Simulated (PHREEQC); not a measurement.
Make-up at 35 °C: 4.1 mol/kgw HCl and 0.13 mol/kgw FeCl2. Closed to the air; pH follows from the charge balance.

Computed with PHREEQC (Pitzer model, pitzer.dat).

```yaml
pH: -1.38
ionic_strength: 4.49 mol/kgw
activity_of_water: 0.786
density: 1.069 g/cm³
osmotic_coefficient: 1.560
total_alkalinity: -4100 meq/kg
```

```tsv
species	molality	activity	log γ
Cl-	4.36	2.60	-0.225
H+	4.10	24.2	0.771
Fe+2	0.130	0.423	0.512
```

Precipitation was switched off in this run. Complexes and solids missing from the database can't appear. In brines, pH and single-ion activities rest on the MacInnes convention.
